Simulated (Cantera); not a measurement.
Input: 1 mol SiHCl3, 12 mol H2, at 1102 °C and 79000 Pa.

These are equilibrium values from Cantera (NASA tables, ideal gas, pure condensed phases), not measurements of a reactor. Candidate condensed phases: Si; 19 gas species. The tables' values for SiCl3 are old estimates; treat these amounts as uncertain. Equilibrium is a limit: real reactors are often held back by kinetics, nucleation or transport.

Base state: H2 0.876, HCl 0.0730, SiCl2 0.0175, SiCl4 0.0140, SiHCl3 0.0107, SiCl3 0.00731, SiH2Cl2 0.00121, SiH3Cl 3.94e-5 (mole fractions); condensed: Si(s).

What changes in the equilibrium state with this change: temperature from 1102 °C to 652 °C?


```
species      before     after
----------  -------  --------
H2            0.876     0.932
SiCl4        0.0140    0.0358
SiHCl3       0.0107    0.0252
HCl          0.0730   0.00481
SiCl2        0.0175   3.59e-5
SiCl3       0.00731  0.000180
SiH2Cl2     0.00121   0.00174
SiH3Cl      3.94e-5   2.97e-5
Si(s), mol    0.309     0.170
```
